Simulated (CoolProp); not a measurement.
A closed Brayton cycle with carbon dioxide: compressor inlet 328.15 K and 8.4 MPa, high pressure 15.7 MPa, turbine inlet 680 K, compressor efficiency 0.85, turbine efficiency 0.85, recuperator effectiveness 0.9 (on enthalpy, no pinch check). Each further row changes one setting.

Values from CoolProp's reference Helmholtz-energy equation of state, Span 1996.

| case | thermal efficiency (%) | net work (kJ/kg) | compressor to turbine work | compressor exit (K) | turbine exit (K) |
|---|---|---|---|---|---|
| as stated | ___ | 33.3 | 0.48 | 380.7 | 615.7 |
| turbine inlet 630 K | 20.4 | 27.6 | 0.53 | 380.7 | ___ |
| compressor inlet 338.15 K | ___ | ___ | ___ | 394.0 | 615.7 |
| high pressure 13.3 MPa | 21.0 | ___ | 0.46 | ___ | 632.6 |
| recuperator effectiveness 0.5 | 13.0 | 33.3 | 0.48 | 380.7 | 615.7 |

Question: Some entries are withheld; supply them.

Answer: 
- as stated, thermal efficiency (%): 22.7
- turbine inlet 630 K, turbine exit (K): 568.0
- compressor inlet 338.15 K, thermal efficiency (%): 21.5
- compressor inlet 338.15 K, net work (kJ/kg): 29.4
- compressor inlet 338.15 K, compressor to turbine work: 0.54
- high pressure 13.3 MPa, net work (kJ/kg): 25.9
- high pressure 13.3 MPa, compressor exit (K): 366.5
